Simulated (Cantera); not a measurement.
An adiabatic, constant-volume homogeneous reactor starts with 23.7 % CO, 3.30 % H2, 14.6 % O2, 54.8 % N2, 3.53 % H2O, equivalence ratio 0.92, at 1525 K and 4.93 atm.

Computed with Cantera and GRI-Mech 3.0 (53 species, 325 reactions). The hydrogen kinetics of GRI-Mech 3.0 are dated; newer H2 mechanisms differ, most at raised pressure.

Problem. Predict: time of steepest temperature rise; temperature at 4.00 s; equilibrium temperature; x(CO) at 4.00 s; x(H2) at 4.00 s; x(O2) at 4.00 s; x(N2O) at 4.00 s; x(CO2) at 4.00 s; x(O) at 4.00 s.

Solution. 
* **time of steepest temperature rise**: 7.34 µs
* **temperature at 4.00 s**: 2977 K
* **equilibrium temperature**: 2977 K
* **x(CO) at 4.00 s**: 0.0863 (gas-phase equilibrium 0.0863)
* **x(H2) at 4.00 s**: 0.00416 (gas-phase equilibrium 0.00416)
* **x(O2) at 4.00 s**: 0.0420 (gas-phase equilibrium 0.0420)
* **x(N2O) at 4.00 s**: 2.64e-6 (gas-phase equilibrium 2.64e-6)
* **x(CO2) at 4.00 s**: 0.173 (gas-phase equilibrium 0.173)
* **x(O) at 4.00 s**: 0.00721 (gas-phase equilibrium 0.00721)
